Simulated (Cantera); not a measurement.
Charge: 1 mol MgO, 2.5 mol H2S, a varied amount of O2, 0.95 mol SO3, held at 477 °C and 7.50 Torr.

Equilibrium computed with Cantera from the NASA thermochemical tables; the gas is ideal and each condensed phase is pure. Candidate condensed phases: H2O, H2SO4, Mg, MgO, Mg(OH)2, MgS, MgSO4, S; 26 gas species. Gases not in the tables: S3 to S7. Equilibrium is a limit: real reactors are often held back by kinetics, nucleation or transport.

**Question.** Which condensed phases are stable at each of these points (n(O2) (mol)): 0.61, 0.75, 0.92, 1.1, 1.4, 1.7, 2.1, 2.5, 3.1, 3.8, 4.7, 5.7, 7?

**Answer.** 
```csv
n(O2) (mol),condensed phases,Mg condensed (%)
0.61,MgO(s),100.0
0.75,MgO(s),100.0
0.92,MgO(s),100.0
1.1,MgO(s),100.0
1.4,MgO(s),100.0
1.7,MgO(s),100.0
2.1,MgO(s),100.0
2.5,MgO(s),100.0
3.1,MgO(s),100.0
3.8,MgSO4(s),100.0
4.7,MgSO4(s),100.0
5.7,MgSO4(s),100.0
7,MgSO4(s),100.0
```

From 0.61 mol O2 to 3.1 mol O2 the condensed part is MgO(s). From 3.8 mol O2 to 7 mol O2 the condensed part is MgSO4(s).
